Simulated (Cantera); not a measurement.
Input (Python, Cantera) and output of one run.

```python
import numpy as np
import cantera as ct

gas_names = """
    Fe FeO Fe(OH)2 H HO2 H2 H2O H2O2 H2S H2SO4 O OH O2 O3 S SH SO SO2 SO3 S2 S2O S8
""".split()
cond_names = """
    Fe(a) Fe(c) Fe(d) Fe(L) FeO(s) FeO(L) Fe(OH)2(s) Fe(OH)3(s) FeS(a) FeS(b) FeS(c) FeS(L) FeSO4(s)
    FeS2(s) Fe2O3(s) Fe2S3O12(s) Fe3O4(s) H2O(s) H2O(L) H2SO4(L) S(cr1) S(cr2) S(L)
""".split()


# ... load() reads the species with a 1 bar reference pressure and builds the phases ...
atoms = {
    'Fe2O3': {'Fe': 2, 'O': 3},
    'SO3': {'S': 1, 'O': 3},
    'H2O': {'H': 2, 'O': 1},
}
top_T = {'FeSO4(s)': 950, 'FeS2(s)': 1010, 'Fe2O3(s)': 1830, 'Fe2S3O12(s)': 1100, 'Fe3O4(s)': 1870}  # K; cautious upper limits of use, not melting points


# ... equilibrate(T, P, feed) seeds the gas with the atoms and calls Mixture.equilibrate('TP', solver="vcs", rtol=1e-11, max_steps=5000) ...
results = []
feed = {'Fe2O3': 1, 'SO3': 1.2, 'H2O': 0.69}  # mol
P = 1100  # Pa
for T in [1148, 1198, 1248, 1298, 1348, 1398, 1448, 1498, 1548, 1598, 1648]:
    mix = equilibrate(T, P, feed)
    results.append((T, P, feed, dict(zip(mix.species_names, mix.species_moles))))

top = {s: max(r[3][s] / sum(r[3][g] for g in gas_names) for r in results) for s in gas_names}
cols = sorted((s for s in top if top[s] > 1e-06), key=lambda s: -top[s])[:5]
seen = [c for c in cond_names if any(r[3].get(c, 0) > 1e-12 for r in results)]
print("log10 of partial pressures in bar; condensed amounts in mol")
print(f"{'T/K':>10s}" + "".join(f"{s[:9]:>10s}" for s in cols + seen))
for T, P, feed, n in results:
    ng = sum(n[g] for g in gas_names)
    print(f"{T:10.4g}" + "".join(f"{np.log10(max(n[s] / ng * P / 1e5, 1e-99)):10.3f}" for s in cols)
          + "".join(f"{n.get(c, 0):10.4g}" for c in seen))
```

Result:

```
log10 of partial pressures in bar; condensed amounts in mol
       T/K       SO2        O2       H2O       SO3        OH  Fe2O3(s)  Fe3O4(s)
      1148    -2.282    -2.583    -2.514    -3.973    -7.078         1         0
      1198    -2.280    -2.581    -2.515    -4.153    -6.769         1         0
      1248    -2.279    -2.580    -2.515    -4.320    -6.484         1         0
      1298    -2.278    -2.579    -2.515    -4.474    -6.222         1         0
      1348    -2.277    -2.578    -2.516    -4.617    -5.979         1         0
      1398    -2.277    -2.578    -2.516    -4.750    -5.753         1         0
      1448    -2.276    -2.578    -2.516    -4.873    -5.543         1         0
      1498    -2.305    -2.499    -2.544    -4.977    -5.342         0    0.6667
      1548    -2.304    -2.499    -2.545    -5.084    -5.158         0    0.6667
      1598    -2.304    -2.499    -2.545    -5.185    -4.987         0    0.6667
      1648    -2.304    -2.499    -2.545    -5.279    -4.825         0    0.6667
```

Cantera equilibrium calculation (NASA polynomials, part measured and part estimated; ideal gas, pure solids and liquids).
